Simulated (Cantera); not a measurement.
Charge: 1 mol Si, 0.6 mol HCl, 19 mol H2, equilibrated at 8.20 bar.

These are equilibrium values from Cantera (NASA tables, ideal gas, pure condensed phases), not measurements of a reactor. Candidate condensed phases: Si; 19 gas species. The tables' values for SiCl3 are old estimates; treat these amounts as uncertain. Equilibrium is a limit: real reactors are often held back by kinetics, nucleation or transport.

Task: At 1227 °C, list the 5 most abundant gas species with their mole fractions, and the condensed phases.

Result: H2 0.974, HCl 0.0228, SiCl2 0.00172, SiHCl3 0.000655, SiH2Cl2 0.000460. Condensed: Si(s).
